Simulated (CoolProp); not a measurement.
Properties of nitrogen along the isobar 2720 kPa.

Values from CoolProp's reference Helmholtz-energy equation of state, Span 2000.

```
T (K)   phase  density (kg/m³)  cp (kJ/(kg K))  cv (kJ/(kg K))  Joule-Thomson coefficient (K/MPa)  conductivity (mW/(m K))  Prandtl number
-----  ------  ---------------  --------------  --------------  ---------------------------------  -----------------------  --------------
91.2   liquid            748.1           2.098           1.020                            -0.2470                      121            1.80
129       gas            104.7           2.273          0.9081                              9.974                     18.4            1.33
166.9     gas            61.95           1.295          0.7832                              6.019                     18.1           0.862
204.7     gas            47.18           1.165          0.7617                              4.123                     20.5           0.788
242.6     gas            38.65           1.116          0.7539                              2.988                     23.1           0.757
280.4     gas            32.95           1.092          0.7504                              2.228                     25.7           0.739
318.3     gas            28.79           1.078          0.7490                              1.680                     28.3           0.728
356.1     gas            25.61           1.070          0.7490                              1.267                     30.8           0.720
394       gas            23.08           1.066          0.7504                             0.9438                     33.2           0.714
```

Viscosity comes from a separate model (Lemmon 2004). Thermal conductivity comes from a separate model (Lemmon 2004).
